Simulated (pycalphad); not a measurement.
All values are pycalphad results on the COST 507 light-alloy database (1999) (1 atm), not direct measurements. The database dates from 1999; later assessments differ in places, in temperatures and in the compounds included. Amounts are mole fractions of atoms.

Question: Compare equilibrium and Scheil-Gulliver solidification of Hf-6.63C (at.%).

Answer: Both start at the liquidus, 2463 °C. In full equilibrium the last liquid goes at 2284 °C (range 179 K), and at 2277 °C the alloy holds HCP_A3. With no diffusion in the solid (Scheil-Gulliver, steps of 4 K) the liquid lasts to an invariant point at 2206 °C (range 257 K), where the last 0.16 of it freezes; the solid then holds HCP_A3 0.88, BCC_A2 0.10, FCC_A1 0.02.

| last step ahead of the change, T (°C) | liquid left there | liquid composition there (at.%) | solids forming below it |
|---|---|---|---|
| 2463 | 1.00 | 6.6 C | FCC_A1 |
| 2380 | 0.98 | 6.0 C | HCP_A3 |
| 2206 | 0.16 | 1.4 C | BCC_A2 + HCP_A3 |
Solids once formed stay as they are in this model, so peritectic reactions do not proceed; the changes are located to one step.

FCC_A1 is fcc; BCC_A2 is bcc; HCP_A3 is hcp. The fcc model also describes the rock-salt carbide or nitride (TiC, TiN, HfC).
